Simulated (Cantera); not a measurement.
# Reactions in the system H-Nb-O

Standard-state values (1 bar) from the NASA 1993 polynomials, evaluated with Cantera. Values are per mole of reaction as written; species without (g) are pure solids or liquids, kept so even where they would boil at 1 bar.

2 H(g) + NbO2(g) → Nb + 2 OH(g)

```json
[
 {"T (K)": "1248", "ΔH° (kJ)": "-164.1", "ΔS° (J/K)": "-107.9", "ΔG° (kJ)": "-29.4", "log10 K": "1.23"},
 {"T (K)": "1448", "ΔH° (kJ)": "-164.9", "ΔS° (J/K)": "-108.5", "ΔG° (kJ)": "-7.8", "log10 K": "0.28"},
 {"T (K)": "1648", "ΔH° (kJ)": "-165.3", "ΔS° (J/K)": "-108.8", "ΔG° (kJ)": "13.9", "log10 K": "-0.44"},
 {"T (K)": "1848", "ΔH° (kJ)": "-165.2", "ΔS° (J/K)": "-108.7", "ΔG° (kJ)": "35.7", "log10 K": "-1.01"},
 {"T (K)": "2048", "ΔH° (kJ)": "-164.6", "ΔS° (J/K)": "-108.4", "ΔG° (kJ)": "57.4", "log10 K": "-1.46"},
 {"T (K)": "2248", "ΔH° (kJ)": "-163.5", "ΔS° (J/K)": "-107.9", "ΔG° (kJ)": "79.0", "log10 K": "-1.84"}
]
```

2 H2O(g) + NbO2(g) → Nb + 4 OH(g)

```
T (K)  ΔH° (kJ)  ΔS° (J/K)  ΔG° (kJ)  log10 K
-----  --------  ---------  --------  -------
1248      857.8      149.9     670.7   -28.07
1448      859.9      151.5     640.6   -23.11
1648      862.0      152.8     610.1   -19.34
1848      864.1      154.1     579.4   -16.38
2048      866.3      155.2     548.5   -13.99
2248      868.8      156.3     517.4   -12.02
```
